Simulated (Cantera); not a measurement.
Input: 1 mol Ni, 0.023 mol H₂S, 2.3 mol H₂, held at 1.30 bar.

Cantera equilibrium calculation (NASA polynomials, part measured and part estimated; ideal gas, pure solids and liquids). Candidate condensed phases: Ni, NiS, NiS₂, Ni₃S₂, Ni₃S₄, S; 9 gas species. Metal and sulfide melt together well below either melting point, which pure phases cannot show. Mutual solubility and eutectic melting of coexisting phases are not modelled. The numbers say what is thermodynamically allowed, not how fast it happens.

x: gas mole fraction; n: condensed amount in mol.

| T (K) | x H₂ | x H₂S | x SH | x H | n Ni(s) | n Ni₃S₂(s) | n Ni₃S₂(l) |
|---|---|---|---|---|---|---|---|
| 650 | 1.000 | 3.55e-5 | <1e-12 | <1e-12 | 0.966 | 0.0115 | 0 |
| 800 | 0.999 | 0.000623 | 2.37e-11 | [?] | 0.968 | 0.0108 | 0 |
| 950 | 0.998 | 0.00243 | 4.56e-9 | [?] | 0.974 | 0.00867 | 0 |
| 1100 | 0.995 | 0.00521 | 1.67e-7 | [?] | 0.984 | 0 | 0.00545 |
| 1250 | 0.992 | 0.00792 | 2.21e-6 | [?] | 0.993 | 0 | 0.00229 |
| 1400 | 0.990 | 0.00988 | 1.51e-5 | [?] | 1.00 | 0 | 0 |
| 1550 | 0.990 | 0.00982 | 5.91e-5 | [?] | 1.00 | 0 | 0 |

### Question
Complete the blanks.

### Answer

- 800, x H: 2.54e-12
- 950, x H: 4.87e-10
- 1100, x H: 2.26e-8
- 1250, x H: 4.22e-7
- 1400, x H: 4.24e-6
- 1550, x H: 2.75e-5
